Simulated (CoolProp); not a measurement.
Vapour-liquid equilibrium of R152A (1) + isobutane (2) at 216 K; x and y are mole fractions of (1).

The numbers come from the multi-fluid Helmholtz-energy mixture model, Outcalt 1996 and Bücker 2006; pair parameters Bell 2016 in CoolProp.

```json
[
 {"x": "0.05", "bubble pressure, mixture model (bar)": "0.1490", "bubble pressure, Raoult's law (bar)": "0.1140", "y, mixture model": "0.291", "y, Raoult's law": "0.079"},
 {"x": "0.125", "bubble pressure, mixture model (bar)": "0.1885", "bubble pressure, Raoult's law (bar)": "0.1191", "y, mixture model": "[?]", "y, Raoult's law": "0.188"},
 {"x": "0.2", "bubble pressure, mixture model (bar)": "[?]", "bubble pressure, Raoult's law (bar)": "0.1243", "y, mixture model": "0.555", "y, Raoult's law": "0.289"},
 {"x": "0.275", "bubble pressure, mixture model (bar)": "0.2262", "bubble pressure, Raoult's law (bar)": "0.1294", "y, mixture model": "0.599", "y, Raoult's law": "0.381"},
 {"x": "0.35", "bubble pressure, mixture model (bar)": "0.2333", "bubble pressure, Raoult's law (bar)": "0.1346", "y, mixture model": "[?]", "y, Raoult's law": "0.466"},
 {"x": "0.425", "bubble pressure, mixture model (bar)": "0.2365", "bubble pressure, Raoult's law (bar)": "0.1398", "y, mixture model": "0.636", "y, Raoult's law": "0.545"},
 {"x": "0.5", "bubble pressure, mixture model (bar)": "0.2377", "bubble pressure, Raoult's law (bar)": "0.1449", "y, mixture model": "0.642", "y, Raoult's law": "0.619"},
 {"x": "0.575", "bubble pressure, mixture model (bar)": "0.2381", "bubble pressure, Raoult's law (bar)": "0.1501", "y, mixture model": "0.646", "y, Raoult's law": "0.687"},
 {"x": "0.65", "bubble pressure, mixture model (bar)": "0.2382", "bubble pressure, Raoult's law (bar)": "0.1553", "y, mixture model": "0.649", "y, Raoult's law": "0.751"},
 {"x": "0.725", "bubble pressure, mixture model (bar)": "0.2379", "bubble pressure, Raoult's law (bar)": "0.1604", "y, mixture model": "0.656", "y, Raoult's law": "0.811"},
 {"x": "0.8", "bubble pressure, mixture model (bar)": "[?]", "bubble pressure, Raoult's law (bar)": "0.1656", "y, mixture model": "[?]", "y, Raoult's law": "0.867"},
 {"x": "0.875", "bubble pressure, mixture model (bar)": "0.2289", "bubble pressure, Raoult's law (bar)": "0.1708", "y, mixture model": "0.716", "y, Raoult's law": "0.919"},
 {"x": "0.95", "bubble pressure, mixture model (bar)": "[?]", "bubble pressure, Raoult's law (bar)": "0.1759", "y, mixture model": "[?]", "y, Raoult's law": "0.969"}
]
```

Fill in the missing entries.


- 0.125, y, mixture model: 0.472
- 0.2, bubble pressure, mixture model (bar): 0.2125
- 0.35, y, mixture model: 0.623
- 0.8, bubble pressure, mixture model (bar): 0.2360
- 0.8, y, mixture model: 0.673
- 0.95, bubble pressure, mixture model (bar): 0.2086
- 0.95, y, mixture model: 0.824

The largest gap from Raoult's law is +74.8 % in bubble pressure, at x = 0.275. y crosses x between x = 0.575 and 0.65: the model has an azeotrope there.

The pair parameters rest on a limited set of measurements; away from them the model extrapolates. With so large a gap from Raoult's law the liquid may split in two, which this calculation doesn't test in full.
